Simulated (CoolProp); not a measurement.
Fluorine along the isobar 5.49 MPa: fugacity coefficient from the reference equation and from simpler models built on Tc = -128.7 °C, pc = 5.240 MPa, ω = 0.045; each cubic takes its own stable root.

The numbers come from the reference Helmholtz-energy equation of state, de Reuck 1990 in CoolProp.

```csv
T (°C),phase,reference,van der Waals,Redlich-Kwong,Soave-Redlich-Kwong,Peng-Robinson
-172.25,liquid,0.08991,?,0.08914,0.09179,0.08998
-167.35,liquid,0.1259,0.2460,?,0.1286,0.1255
-162.35,liquid,0.1708,?,0.1743,0.1746,0.1696
-157.35,liquid,0.2240,0.3478,0.2301,0.2289,0.2217
-152.45,liquid,0.2839,0.4020,0.2921,0.2898,0.2801
-147.45,liquid,0.3522,0.4594,0.3619,0.3588,0.3464
-142.55,liquid,0.4250,0.5167,0.4350,0.4318,0.4164
-137.55,liquid,0.5037,0.5753,0.5122,0.5095,0.4913
-132.65,liquid,0.5828,0.6313,0.5874,0.5860,0.5650
-127.65,supercritical,0.6595,0.6837,0.6569,0.6572,0.6338
-122.65,supercritical,0.7016,0.7169,0.6965,0.6977,0.6734
-117.75,supercritical,0.7327,?,0.7264,0.7283,0.7037
-112.75,supercritical,0.7593,0.7627,0.7522,0.7550,0.7301
-107.85,supercritical,?,0.7811,?,0.7778,0.7529
-102.85,supercritical,0.8022,?,0.7941,0.7984,0.7736
```

Task: Fill in the missing entries.

Result: 
- -172.25, van der Waals: 0.2017
- -167.35, Redlich-Kwong: 0.1270
- -162.35, van der Waals: 0.2951
- -117.75, van der Waals: 0.7414
- -107.85, reference: 0.7819
- -107.85, Redlich-Kwong: 0.7743
- -102.85, van der Waals: 0.7978
